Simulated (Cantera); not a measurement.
What does this Cantera script print?

```python
import numpy as np
import cantera as ct

gas_names = """
    C CN CO CO2 C2 CCN CNC C2N2 C2O C3 C3O2 C4 C4N2 C5 N NCO NO NO2 NO3 N2 N2O O O2 O3 Pb PbO Pb2
""".split()
cond_names = """
    C(gr) Pb(cr) Pb(L) PbO(rd) PbO(yw) PbO(L) PbO2(s) Pb3O4(s)
""".split()


# ... load() reads the species with a 1 bar reference pressure and builds the phases ...
atoms = {
    'PbO': {'Pb': 1, 'O': 1},
    'CO': {'C': 1, 'O': 1},
    'N2': {'N': 2},
}
top_T = {'C(gr)': 4500, 'Pb3O4(s)': 820}  # K; cautious upper limits of use, not melting points


# ... equilibrate(T, P, feed) seeds the gas with the atoms and calls Mixture.equilibrate('TP', solver="vcs", rtol=1e-11, max_steps=5000) ...
results = []
feed = {'PbO': 1, 'CO': 0.89, 'N2': 0.15}  # mol
T = 1550  # K
P = 390  # Pa
mix = equilibrate(T, P, feed)
results.append((T, P, feed, dict(zip(mix.species_names, mix.species_moles))))
print(gas.report(threshold=0.001))
for i in range(1, mix.n_phases):
    print(f"{mix.phase(i).name:16s} {mix.phase_moles(i):12.5e} mol")
```

Output:

```
       temperature   1550 K
          pressure   390 Pa
           density   0.0037423 kg/m^3
  mean mol. weight   123.66 kg/kmol
   phase of matter   gas

                          1 kg             1 kmol
                     ---------------   ---------------
          enthalpy       -2.9882e+05       -3.6953e+07  J
   internal energy       -4.0303e+05        -4.984e+07  J
           entropy            2501.1         3.093e+05  J/K
    Gibbs function       -4.1756e+06       -5.1637e+08  J
 heat capacity c_p            320.66             39654  J/K
 heat capacity c_v            253.42             31339  J/K

                      mass frac. Y      mole frac. X     chem. pot. / RT
                     ---------------   ---------------   ---------------
                CO         0.0010684         0.0047171           -46.346
               CO2           0.15355           0.43146           -67.278
                N2          0.016651          0.073506           -34.271
                Pb           0.72364            0.4319           -14.435
               PbO           0.10499          0.058171           -35.367
     [  +22 minor]        9.6144e-05        0.00024691

C(gr)             0.00000e+00 mol
Pb(L)             0.00000e+00 mol
PbO(L)            0.00000e+00 mol
```

Equilibrium computed with Cantera from the NASA thermochemical tables; the gas is ideal and each condensed phase is pure. Gases not in the tables: (PbO)n polymers.
